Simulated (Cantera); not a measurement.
Input (Python, Cantera):

```python
import numpy as np
import cantera as ct

gas = ct.Solution("gri30.yaml")
gas.TPX = 1850, 430, {'C2H6': 1, 'N2': 2.8}
reactor = ct.IdealGasConstPressureReactor(gas, energy="off", clone=False)
net = ct.ReactorNet([reactor])
net.rtol, net.atol = 1e-08, 1e-18
show = ['C2H6', 'H2', 'CH3', 'CH2', 'H']
times = np.geomspace(0.0001, 2, 12)

steps = ct.SolutionArray(gas, extra=["t"])
rows = []
print(f"{'t/s':>10s}{'T/K':>9s}{'P/Pa':>11s}" + "".join(f"{s:>11s}" for s in show))
for t in times:
    while net.time < t:
        t_next = net.step()
        steps.append(gas.state, t=t_next)
    rows.append([np.interp(t, steps.t, y) for y in (steps.T, steps.P, *steps(*show).X.T)])
    print(f"{t:10.3e}{rows[-1][0]:9.1f}{rows[-1][1]:11.4g}" + "".join(f"{x:11.3e}" for x in rows[-1][2:]))
rate = np.gradient(steps.T, steps.t)
print("integrator steps:", len(steps.t))
if steps.T.max() > steps.T[0] + 200:
    print(f"time of steepest temperature rise: {steps.t[rate.argmax()]:.4e} s")
gas.TPX = 1850, 430, {'C2H6': 1, 'N2': 2.8}
gas.equilibrate("TP")
print(f"equilibrium (TP): T = {gas.T:.1f} K  " + "  ".join(f"{s} {gas[s].X[0]:.3e}" for s in show))
```

Result:

```
       t/s      T/K       P/Pa       C2H6         H2        CH3        CH2          H
 1.000e-04   1850.0        430  2.032e-01  6.128e-03  6.624e-02  1.260e-04  1.133e-03
 2.460e-04   1850.0        430  1.150e-01  3.799e-02  1.079e-01  2.794e-04  2.902e-03
 6.053e-04   1850.0        430  1.753e-02  1.102e-01  9.841e-02  3.387e-04  5.953e-03
 1.489e-03   1850.0        430  4.222e-04  2.006e-01  3.261e-02  1.426e-04  4.824e-03
 3.664e-03   1850.0        430  7.352e-05  2.479e-01  1.205e-02  4.866e-05  2.536e-03
 9.016e-03   1850.0        430  2.578e-05  2.716e-01  6.077e-03  2.087e-05  1.590e-03
 2.218e-02   1850.0        430  1.137e-05  2.866e-01  3.697e-03  1.117e-05  1.194e-03
 5.458e-02   1850.0        430  5.544e-06  3.001e-01  2.483e-03  7.245e-06  1.063e-03
 1.343e-01   1850.0        430  2.530e-06  3.152e-01  1.687e-03  5.530e-06  1.144e-03
 3.304e-01   1850.0        430  7.535e-07  3.300e-01  9.699e-04  4.184e-06  1.432e-03
 8.129e-01   1850.0        430  1.044e-07  3.392e-01  4.108e-04  2.786e-06  2.120e-03
 2.000e+00   1850.0        430  4.612e-09  3.417e-01  1.088e-04  1.316e-06  3.615e-03
integrator steps: 1358
equilibrium (TP): T = 1850.0 K  C2H6 3.790e-12  H2 3.416e-01  CH3 3.185e-06  CH2 5.277e-08  H 4.836e-03
```

Computed with Cantera and GRI-Mech 3.0 (53 species, 325 reactions). GRI-Mech 3.0 stops at C3 and has no aromatics, soot or wall deposition, so with more carbon than oxygen in the feed, carbon stays in small species such as C2H2 where larger ones or solid carbon would form. Radical loss at walls, strong at low pressure, is not modelled.
